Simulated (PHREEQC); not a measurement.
Dissolve 0.21 mol NaH2PO4, 3.9e-05 mol K2HPO4 and 4.7e-06 mol H4SiO4 per kg of water at 90 °C. Closed to the air; pH follows from the charge balance.

All values are PHREEQC results (ion-association model, wateq4f.dat), not measurements.

```
quantity                    before     after
------------------------  --------  --------
pH                            4.44      4.43
ionic strength (mol/kgw)     0.211     0.211
H3PO4 (mol/kgw)            0.00142   0.00144
HPO4-2 (mol/kgw)           0.00137   0.00136
NaHPO4- (mol/kgw)         0.000139  0.000137
KHPO4- (mol/kgw)           4.90e-8   2.42e-8
```

Question: Name the change that produced these shifts.
A. H4SiO4 left out
B. K2HPO4 replaced by KF at the same molality
C. K2HPO4 from 3.9e-05 to 0.00039 mol/kgw
D. K2HPO4 replaced by K2SO4 at the same molality
E. 0.015 mol/kgw Na2CO3 added

Answer: B, K2HPO4 replaced by KF at the same molality

No solid was allowed to form. H3PO4, which wateq4f.dat lacks, is added to it with the constant of phreeqc.dat. Away from 25 °C the constants follow the database's enthalpies or fits; those with neither stay at their 25 °C values. SiF6-2 is the database's only silicon fluoride.
